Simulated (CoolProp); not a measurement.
Properties of normal hydrogen at several states (Tc = 33.1 K, pc = 1.296 MPa, ω = -0.219).

Model: reference Helmholtz-energy equation of state, Leachman 2009, in CoolProp.

| T (K) | p (MPa) | phase | cv (kJ/(kg K)) | speed of sound (m/s) | expansivity (1/kK) |
|---|---|---|---|---|---|
| 504.3 | 0.227 | gas | 10.39 | 1706 | 1.981 |
| 725 | 2.35 | supercritical | 10.52 | 2053 | 1.370 |
| 742.4 | 4.4 | supercritical | 10.54 | 2088 | 1.331 |
| 752.9 | 7.43 | supercritical | 10.56 | 2118 | 1.302 |
